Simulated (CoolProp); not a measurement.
CH2F2 (R32) along the isobar 27.4 MPa: fugacity coefficient from the reference equation and from simpler models built on Tc = 351.3 K, pc = 5.783 MPa, ω = 0.277; each cubic takes its own stable root.

Values from CoolProp's reference Helmholtz-energy equation of state, Tillner-Roth 1997.

```
T (K)          phase  reference
-----  -------------  ---------
313.8         liquid     0.1157
322.7         liquid     0.1365
331.6         liquid     0.1590
340.4         liquid     0.1827
349.3         liquid     0.2081
358.2  supercritical     0.2348
367.1  supercritical     0.2625
376    supercritical     0.2909
```

Question: How far does each simpler model (van der Waals, Redlich-Kwong) lie from the reference over these 8 states: mean and median of the absolute difference, and the worst?

Answer: 
- van der Waals: mean 59.9 %, median 55.7 %, worst +104.0 % at 313.8 K and 27.4 MPa
- Redlich-Kwong: mean 25.8 %, median 25.0 %, worst +39.3 % at 313.8 K and 27.4 MPa
